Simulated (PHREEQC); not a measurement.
Dissolve 0.0064 mol/kgw NaOH, 1.55e-06 mol/kgw CO2 and 3.3e-05 mol/kgw Na2SO4 at 25 °C. Closed to the air; pH follows from the charge balance.

All values are PHREEQC results (ion-association model, phreeqc.dat), not measurements.

Precipitation was switched off in this run.

Task: Order these C species by the share of C that they hold, largest first: NaCO3-, HCO3-, CO3-2.

Result: CO3-2 (90 %), NaCO3- (7.8 %), HCO3- (2.6 %)

The pH is 11.76 and the ionic strength 0.00650 mol/kgw.
